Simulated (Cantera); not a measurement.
**Adiabatic ignition**

An adiabatic, constant-volume homogeneous reactor starts with 11.0 % CH3OH, 18.7 % O2, 70.4 % N2, at 1025 K and 15.8 atm.

Cantera simulation using GRI-Mech 3.0 (53 species, 325 reactions); the numbers are that mechanism's predictions, not measurements. GRI-Mech 3.0 was tuned for natural gas; its chemistry of methanol as a main component is partial and can be far from experiment. The pressure lies above the range GRI-Mech 3.0 was tuned for (to about 10 atm).

```tsv
t (s)	T (K)	P (bar)	x CH3OH	x O2	x CH2O	x C2H	x C2H2	x C2H6	x HO2
1.00e-6	1025	16.0	0.110	0.187	7.01e-11	<1e-12	<1e-12	<1e-12	6.24e-11
4.84e-6	1025	16.0	0.110	0.187	3.89e-10	<1e-12	<1e-12	<1e-12	3.44e-10
2.34e-5	1025	16.0	0.110	0.187	2.16e-9	<1e-12	<1e-12	<1e-12	1.91e-9
0.000113	1025	16.0	0.110	0.187	1.10e-8	<1e-12	<1e-12	<1e-12	9.67e-9
0.000547	1025	16.0	0.110	0.187	5.39e-8	<1e-12	<1e-12	<1e-12	4.73e-8
0.00265	1025	16.0	0.110	0.187	2.85e-7	<1e-12	<1e-12	<1e-12	2.26e-7
0.0128	1025	16.0	0.110	0.187	4.62e-6	<1e-12	<1e-12	<1e-12	1.19e-6
0.0619	2874	48.1	<1e-12	0.0222	1.79e-9	<1e-12	<1e-12	<1e-12	2.26e-5
0.299	2874	48.1	<1e-12	0.0222	1.79e-9	<1e-12	<1e-12	<1e-12	2.26e-5
1.45	2874	48.1	<1e-12	0.0222	1.79e-9	<1e-12	<1e-12	<1e-12	2.26e-5
7.00	2874	48.1	<1e-12	0.0222	1.79e-9	<1e-12	<1e-12	<1e-12	2.26e-5
```
x: mole fraction; the columns are a selection and need not sum to one.

| Quantity | Value |
|---|---|
| time of steepest temperature rise | 34.9 ms |
| temperature at 7.00 s | 2874 K |
| equilibrium temperature | 2874 K |
| x(CH3OH) at 7.00 s | <1e-12 (gas-phase equilibrium <1e-12) |
| x(O2) at 7.00 s | 0.0222 (gas-phase equilibrium 0.0222) |
| x(CH2O) at 7.00 s | 1.79e-9 (gas-phase equilibrium 1.79e-9) |
